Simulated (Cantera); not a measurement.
**Equilibrium for calcination and drying: Mg(OH)₂ + CO₂**

Charge: 1 mol Mg(OH)₂, 0.022 mol CO₂, held at 7.90 mbar.

These are equilibrium values from Cantera (NASA tables, ideal gas, pure condensed phases), not measurements of a reactor. Candidate condensed phases: C, C₆H₆, C₇H₈, C₈H₁₈, H₂O, Mg, MgCO₃, MgO, Mg(OH)₂; 116 gas species. Kinetics and transport are ignored.

From 1200 K to 1650 K the condensed part is MgO(s).

```csv
T (K),log p H₂O,log p CO₂,log p H₂,log p O₂,log p OH,n MgO(s)
1200,-2.11,-3.77,-6.57,-6.88,-7.63,1.00
1250,-2.11,-3.77,-6.28,-6.59,-7.27,1.00
1300,-2.11,-3.77,-6.01,-6.32,-6.95,1.00
1350,-2.11,-3.77,-5.76,-6.08,-6.64,1.00
1400,-2.11,-3.77,-5.53,-5.85,-6.36,1.00
1450,-2.11,-3.77,-5.32,-5.63,-6.10,1.00
1500,-2.11,-3.77,-5.12,-5.43,-5.85,1.00
1550,-2.11,-3.77,-4.93,-5.25,-5.62,1.00
1600,-2.11,-3.77,-4.75,-5.07,-5.41,1.000
1650,-2.11,-3.77,-4.59,-4.91,-5.21,1.000
```
log p: log10 of the partial pressure in bar; n: condensed amount in mol.
